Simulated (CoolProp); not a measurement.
Vapour-liquid equilibrium of CHF3 (R23) (1) + n-butane (2) at 0.55 °C; x and y are mole fractions of (1).

Values from CoolProp's multi-fluid Helmholtz-energy mixture model, Penoncello 2003 and Bücker 2006; pair parameters Bell 2016.

```
x     bubble pressure (kPa)  y at the bubble point  dew pressure at overall composition x (kPa)  liquid density (mol/L)
----  ---------------------  ---------------------  -------------------------------------------  ----------------------
0.05                  495.6                  0.775                                   (withheld)                   10.51
0.15                   1129                  0.892                                        124.7                   10.88
0.25                   1551                  0.917                                        141.9                   11.25
0.35                   1788                  0.926                                        164.4                   11.62
0.45                   1902                  0.930                                        195.2                   11.99
0.55             (withheld)                  0.932                                        240.1                   12.36
0.65                   2015                  0.935                                        311.5                   12.75
0.75                   2099             (withheld)                                        443.5                   13.16
0.85                   2232                  0.954                                        771.9                   13.65
0.95                   2420                  0.979                                         2197                   14.30
```

What belongs in the gaps?


- 0.05, dew pressure at overall composition x (kPa): 111.1
- 0.55, bubble pressure (kPa): 1960
- 0.75, y at the bubble point: 0.941

No azeotrope shows between x = 0.05 and 0.95.

Pair parameters are fitted to limited data, so mixtures are less certain than the pure fluids. With so large a gap from Raoult's law the liquid may split in two, which this calculation doesn't test in full.
